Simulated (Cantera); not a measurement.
What does this Cantera script print?

```python
import numpy as np
import cantera as ct

gas = ct.Solution("gri30.yaml")
gas.TPX = 1600, 100000, {'CH4': 1, 'CO': 0.041, 'O2': 1.06, 'N2': 3.4}
reactor = ct.IdealGasConstPressureReactor(gas, energy="on", clone=False)
net = ct.ReactorNet([reactor])
net.rtol, net.atol = 1e-08, 1e-16
show = ['CH4', 'CO', 'O2', 'CH2CO', 'NO2', 'OH', 'C2H6']
times = np.geomspace(7e-06, 0.3, 13)

steps = ct.SolutionArray(gas, extra=["t"])
rows = []
print(f"{'t/s':>10s}{'T/K':>9s}{'P/Pa':>11s}" + "".join(f"{s:>11s}" for s in show))
for t in times:
    while net.time < t:
        t_next = net.step()
        steps.append(gas.state, t=t_next)
    rows.append([np.interp(t, steps.t, y) for y in (steps.T, steps.P, *steps(*show).X.T)])
    print(f"{t:10.3e}{rows[-1][0]:9.1f}{rows[-1][1]:11.4g}" + "".join(f"{x:11.3e}" for x in rows[-1][2:]))
rate = np.gradient(steps.T, steps.t)
print("integrator steps:", len(steps.t))
if steps.T.max() > steps.T[0] + 200:
    print(f"time of steepest temperature rise: {steps.t[rate.argmax()]:.4e} s")
gas.TPX = 1600, 100000, {'CH4': 1, 'CO': 0.041, 'O2': 1.06, 'N2': 3.4}
gas.equilibrate("HP")
print(f"equilibrium (HP): T = {gas.T:.1f} K  " + "  ".join(f"{s} {gas[s].X[0]:.3e}" for s in show))
```

It prints:

```
       t/s      T/K       P/Pa        CH4         CO         O2      CH2CO        NO2         OH       C2H6
 7.000e-06   1600.0      1e+05  1.818e-01  7.453e-03  1.927e-01  1.539e-11  7.473e-19  5.899e-08  3.150e-09
 1.703e-05   1599.9      1e+05  1.818e-01  7.453e-03  1.927e-01  1.011e-10  1.276e-17  1.188e-07  5.568e-08
 4.141e-05   1599.8      1e+05  1.817e-01  7.452e-03  1.926e-01  7.650e-10  2.249e-16  2.798e-07  1.152e-06
 1.007e-04   1600.0      1e+05  1.813e-01  7.455e-03  1.925e-01  1.476e-08  4.000e-15  7.504e-07  2.612e-05
 2.450e-04   1606.6      1e+05  1.784e-01  7.730e-03  1.909e-01  1.586e-06  1.409e-13  2.956e-06  4.151e-04
 5.958e-04   2727.9      1e+05  4.209e-06  1.399e-01  7.015e-05  1.483e-07  6.311e-09  3.329e-03  1.986e-12
 1.449e-03   2672.8      1e+05  5.347e-12  1.391e-01  1.590e-04  1.832e-14  9.650e-09  4.770e-03  7.872e-24
 3.525e-03   2670.9      1e+05  5.248e-12  1.391e-01  1.600e-04  1.807e-14  1.236e-08  4.781e-03  7.678e-24
 8.573e-03   2670.5      1e+05  5.274e-12  1.391e-01  1.592e-04  1.814e-14  1.398e-08  4.769e-03  7.749e-24
 2.085e-02   2670.4      1e+05  5.277e-12  1.391e-01  1.591e-04  1.815e-14  1.413e-08  4.767e-03  7.756e-24
 5.071e-02   2670.4      1e+05  5.277e-12  1.391e-01  1.591e-04  1.815e-14  1.413e-08  4.767e-03  7.756e-24
 1.233e-01   2670.4      1e+05  5.277e-12  1.391e-01  1.591e-04  1.815e-14  1.413e-08  4.767e-03  7.756e-24
 3.000e-01   2670.4      1e+05  5.277e-12  1.391e-01  1.591e-04  1.815e-14  1.413e-08  4.767e-03  7.756e-24
integrator steps: 1800
time of steepest temperature rise: 5.3089e-04 s
equilibrium (HP): T = 2670.4 K  CH4 5.971e-12  CO 1.391e-01  O2 1.591e-04  CH2CO 1.975e-14  NO2 1.413e-08  OH 4.767e-03  C2H6 9.690e-24
```

Detailed kinetics in Cantera: GRI-Mech 3.0 (53 species, 325 reactions).
